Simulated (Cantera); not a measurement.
**Formation from one mole of O2**

Standard-state values (1 bar) from the NASA 1993 polynomials, evaluated with Cantera. Values are per mole of reaction as written; species without (g) are pure solids or liquids, kept so even where they would boil at 1 bar.

1.143 Ti + O2(g) → 0.2857 Ti4O7

| T (K) | ΔH° (kJ) | ΔS° (J/K) | ΔG° (kJ) | log10 K | condensed phases |
|---|---|---|---|---|---|
| 598 | -970.0 | -177.6 | -863.8 | 75.45 | Ti(α), Ti4O7(s) |
| 748 | -968.0 | -174.6 | -837.4 | 58.48 | Ti(α), Ti4O7(s) |
| 898 | -966.0 | -172.2 | -811.4 | 47.20 | Ti(α), Ti4O7(s) |
| 1048 | -964.2 | -170.3 | -785.7 | 39.16 | Ti(α), Ti4O7(s) |
| 1198 | -967.3 | -173.0 | -760.1 | 33.14 | Ti(β), Ti4O7(s) |

0.6667 Cr + O2(g) → 0.6667 CrO3(g)

```csv
T (K),ΔH° (kJ),ΔS° (J/K),ΔG° (kJ),log10 K
598,-196.4,-46.4,-168.7,14.73
748,-196.8,-46.9,-161.7,11.29
898,-197.1,-47.3,-154.6,8.99
1048,-197.6,-47.8,-147.5,7.35
1198,-198.3,-48.5,-140.3,6.12
```

4 Al + O2(g) → 2 Al2O(g)

| T (K) | ΔH° (kJ) | ΔS° (J/K) | ΔG° (kJ) | log10 K | condensed phases |
|---|---|---|---|---|---|
| 598 | -297.6 | 169.6 | -399.1 | 34.86 | Al(s) |
| 748 | -302.2 | 162.8 | -424.0 | 29.61 | Al(s) |
| 898 | -308.2 | 155.5 | -447.9 | 26.05 | Al(s) |
| 1048 | -357.4 | 103.1 | -465.5 | 23.20 | Al(l) |
| 1198 | -363.5 | 97.7 | -480.5 | 20.95 | Al(l) |

Ta + O2(g) → TaO2(g)

```json
[
 {"T (K)": "598", "ΔH° (kJ)": "-203.2", "ΔS° (J/K)": "27.9", "ΔG° (kJ)": "-219.9", "log10 K": "19.21"},
 {"T (K)": "748", "ΔH° (kJ)": "-204.2", "ΔS° (J/K)": "26.5", "ΔG° (kJ)": "-224.0", "log10 K": "15.64"},
 {"T (K)": "898", "ΔH° (kJ)": "-205.2", "ΔS° (J/K)": "25.3", "ΔG° (kJ)": "-227.9", "log10 K": "13.26"},
 {"T (K)": "1048", "ΔH° (kJ)": "-206.3", "ΔS° (J/K)": "24.2", "ΔG° (kJ)": "-231.6", "log10 K": "11.54"},
 {"T (K)": "1198", "ΔH° (kJ)": "-207.4", "ΔS° (J/K)": "23.2", "ΔG° (kJ)": "-235.1", "log10 K": "10.25"}
]
```
